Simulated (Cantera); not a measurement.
Input: 1 mol HF, 0.11 mol SO2, equilibrated at 2623.15 K and 1.33 mbar.

These are equilibrium values from Cantera (NASA tables, ideal gas, pure condensed phases), not measurements of a reactor. Candidate condensed phases: H2O, H2SO4, S; 43 gas species. Equilibrium is a limit: real reactors are often held back by kinetics, nucleation or transport.

Base state: HF 0.719, O 0.0738, F 0.0568, H 0.0479, SO 0.0416, S 0.0287, SO2 0.0144, O2 0.0109 (mole fractions); condensed: gas only.

What changes in the equilibrium state with this change: SO2 from 0.11 to 0.48 mol?


```tsv
species	before	after
HF	0.719	0.479
O	0.0738	0.138
SO	0.0416	0.125
SO2	0.0144	0.0805
O2	0.0109	0.0378
S	0.0287	0.0462
H	0.0479	0.0379
F	0.0568	0.0477
S2	0.000214	0.000553
H2	0.00172	0.00108
OH	0.00411	0.00607
SF	2.50e-5	3.38e-5
```
